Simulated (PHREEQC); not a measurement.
# Metal-bearing waste water: speciation

Make-up at 25 °C: 0.14 mol/kgw ZnSO4, 0.098 mol/kgw MgSO4, 0.21 mol/kgw H2SO4 and 0.00022 mol/kgw NaCl. Closed to the air; pH follows from the charge balance.

Computed with PHREEQC (ion-association model, phreeqc.dat).

Each row changes one thing in this solution. This is a speciation only: nothing precipitates in the calculation.

```csv
case,pH,ionic strength (mol/kgw),HSO4- (mol/kgw),Zn+2 (mol/kgw),SO4-2 (mol/kgw),Mg+2 (mol/kgw),SI of Zn(OH)2(e) (Zn(OH)2)
as made,0.88,0.667,0.245,0.0779,0.0778,0.0537,-11.57
diluted 10-fold with water,1.69,0.0852,0.0172,0.00822,0.0172,0.00591,-10.62
diluted 2-fold with water,1.13,0.352,0.114,0.0384,0.0488,0.0278,-11.28
NaCl from 0.00022 to 0.000242 mol/kgw,0.88,0.667,0.245,0.0779,0.0778,0.0537,-11.57
diluted 5-fold with water,1.45,0.155,0.0398,[?],0.0271,0.0114,-10.90
MgSO4 from 0.098 to 0.0098 mol/kgw,0.83,0.534,0.226,[?],0.0577,0.00577,-11.61
NaCl left out,0.88,0.666,0.245,0.0779,0.0778,0.0537,-11.57
```

Some entries are withheld; supply them.


- diluted 5-fold with water, Zn+2 (mol/kgw): 0.0157
- MgSO4 from 0.098 to 0.0098 mol/kgw, Zn+2 (mol/kgw): 0.0830

Species that the database lacks are ignored.
